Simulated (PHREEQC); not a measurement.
Make-up at 10 °C: 0.18 mmol/kgw H2S and 0.26 mmol/kgw ZnCl2. Closed to the air; pH follows from the charge balance.

Computed with PHREEQC (ion-association model, phreeqc.dat).

Precipitation was switched off in this run.

Q: Predict the pH, ionic strength.

A: pH 3.87; ionic strength 0.000711 mol/kgw.

Q: In which forms is Zn present?

A: Zn+2 73 %, Zn(HS)2 26 % of the Zn.

Examples of supersaturated solids here: Sphalerite (slow to form). Others may be too. At this temperature some constants are extrapolated from 25 °C, and those without enthalpy data are left unchanged.
